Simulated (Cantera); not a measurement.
A closed system holds: 1 mol Si3N4, 10 mol Cl2, 1.4 mol H2, held at 925 K and 100 Pa.

Cantera equilibrium calculation (NASA polynomials, part measured and part estimated; ideal gas, pure solids and liquids). Candidate condensed phases: NH4Cl, Si, Si3N4; 28 gas species. Rates play no part.

Base state: SiCl4 0.288, HCl 0.269, Cl2 0.249, N2 0.192, Cl 0.00183 (mole fractions); condensed: gas only.

Q: What changes in the equilibrium state with this change: H2 from 1.4 to 10 mol?

A: 
```csv
species,before,after
HCl,0.269,0.484
H2,<1e-9,0.281
SiCl4,0.288,0.140
Cl2,0.249,<1e-9
N2,0.192,0.0939
SiHCl3,<1e-9,0.000296
Cl,0.00183,7.24e-9
SiCl3,<1e-9,0.000108
"Si3N4(s), mol",0,0.103
```
The tables' values for SiCl3 are old estimates; treat these amounts as uncertain.
